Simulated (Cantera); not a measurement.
What does this Cantera script print?

```python
import numpy as np
import cantera as ct

gas_names = """
    O
""".split()
cond_names = """
    Ti4O7(s) Ti4O7(L) Ti2O3(a) Ti2O3(b) Ti2O3(L)
""".split()


# ... load() reads the species with a 1 bar reference pressure and builds the phases ...
species = {s.name: s for s in load("nasa_gas.yaml", gas_names) + load("nasa_condensed.yaml", cond_names)}
# Each term lists the table entries of one substance; the one whose range holds T is used.
reactions = {
    'Ti4O7 = O(g) + 2 Ti2O3':
        [(-1, ['Ti4O7(s)', 'Ti4O7(L)']), (1, ['O']), (2, ['Ti2O3(a)', 'Ti2O3(b)', 'Ti2O3(L)'])],
}


def pick(names, T):
    return next(species[n] for n in names if species[n].thermo.min_temp <= T <= species[n].thermo.max_temp)


results = []
for label, terms in reactions.items():
    print(label)
    print("     T/K   dH/kJ  dS/(J/K)   dG/kJ   log10 K")
    for T in [1225, 1275, 1325, 1375, 1425, 1475, 1525, 1575, 1625, 1675, 1725]:
        used = [(nu, pick(names, T)) for nu, names in terms]
        dH = sum(nu * s.thermo.h(T) for nu, s in used) / 1e6
        dS = sum(nu * s.thermo.s(T) for nu, s in used) / 1e3
        dG = dH - T * dS / 1e3
        logK = -dG * 1e6 / (ct.gas_constant * T * np.log(10))
        results.append((label, T, dH, dS, dG, logK, [s.name for _, s in used]))
        print(f"{T:8g} {dH:8.1f} {dS:8.1f} {dG:8.1f} {logK:8.2f}")
```

Output:

```
Ti4O7 = O(g) + 2 Ti2O3
     T/K   dH/kJ  dS/(J/K)   dG/kJ   log10 K
    1225    632.6    149.3    449.8   -19.18
    1275    633.4    149.9    442.3   -18.12
    1325    634.2    150.5    434.8   -17.14
    1375    635.0    151.1    427.2   -16.23
    1425    635.7    151.6    419.7   -15.38
    1475    636.4    152.1    412.1   -14.59
    1525    637.1    152.6    404.5   -13.85
    1575    637.8    153.0    396.8   -13.16
    1625    638.5    153.4    389.2   -12.51
    1675    639.1    153.8    381.5   -11.90
    1725    639.8    154.2    373.8   -11.32
```

Source: NASA polynomial tables (part measured, part estimated), evaluated in Cantera. Condensed species are held in their standard states even where they would react or evaporate.
